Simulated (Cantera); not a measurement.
Feed: 1 mol SiCl4, 0.8 mol Cl2, 0.9 mol H2, held at 1098.15 K and 0.133 bar.

Method: chemical equilibrium by Gibbs-energy minimisation in Cantera with the NASA 1993 tables (ideal gas, pure condensed phases). Candidate condensed phases: Si; 19 gas species. The tables' values for SiCl3 are old estimates; treat these amounts as uncertain. Kinetics and transport are ignored.

Base state: HCl 0.593, SiCl4 0.370, H2 0.0366, SiHCl3 0.000332, SiCl3 0.000261 (mole fractions); condensed: gas only.

Problem. What changes in the equilibrium state with this change: H2 from 0.9 to 11 mol?

Solution. 
```csv
species,before,after
H2,0.0366,0.789
HCl,0.593,0.133
SiCl4,0.370,0.0706
SiH2Cl2,3.57e-8,6.35e-5
SiCl2,2.58e-6,0.000213
SiHCl3,0.000332,0.00612
SiCl3,0.000261,0.00103
```
